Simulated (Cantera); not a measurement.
An adiabatic, constant-volume homogeneous reactor starts with CH₄ : C₂H₆ : C₃H₈ : O₂ : N₂ = 1 : 0.13 : 0.2 : 3.46 : 13 (molar parts), equivalence ratio 1.00, at 1675 K and 1.01 bar.

Model: GRI-Mech 3.0 (53 species, 325 reactions), integrated in Cantera. GRI-Mech 3.0 was tuned for natural gas; its chemistry of propane as a main component is partial and can be far from experiment.

One state of this run: T (K) = 2960; P (bar) = 1.94; x CH₄ = <1e-12; x C₂H₆ = <1e-12; x C₃H₈ = <1e-12; x HCO = 1.28e-7; x O = 0.0111; x HO₂ = 1.02e-5; x OH = 0.0267. x: mole fraction; the columns are a selection and need not sum to one.

Problem. Which value of t (s) does it belong to?
A) 5.00e-6
B) 3.22e-5
C) 0.000525
D) 1.27e-5

Solution. C, 0.000525
